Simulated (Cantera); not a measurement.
A perfectly stirred reactor is fed with CH₄ : H₂O = 1 : 0.91 (molar parts), at 4.93 atm; it is held at 1750 K, and followed from long to short residence time.

Model: GRI-Mech 3.0 (53 species, 325 reactions), integrated in Cantera.

One state of this run: x CH₄ = 0.0670; x H₂O = 0.179; x CH₂O = 9.24e-7; x CO = 0.104; x O₂ = 1.07e-11; x C₂H₄ = 0.00660. x: mole fraction; the columns are a selection and need not sum to one.

Question: Which value of τ (s) does it belong to?
A. 0.47
B. 3.6
C. 0.17
D. 27

Answer: C, 0.17
